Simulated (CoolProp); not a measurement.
Model: reference Helmholtz-energy equation of state, Thol 2016, in CoolProp.

### Question
Give the vapour pressure (bar), liquid cp (kJ/(kg K)), vapour Z, liquid viscosity (µPa s) of saturated R1234ze(E) at -12.55, -4.05 °C.

### Answer
| T (°C) | p (bar) | liquid cp (kJ/(kg K)) | vapour Z | liquid viscosity (µPa s) |
|---|---|---|---|---|
| -12.55 | 1.33 | 1.29 | 0.949 | 302 |
| -4.05 | 1.86 | 1.31 | 0.936 | 270 |

Viscosity comes from a separate model (Bell 2016), an estimate that may be off by 10 % or more.
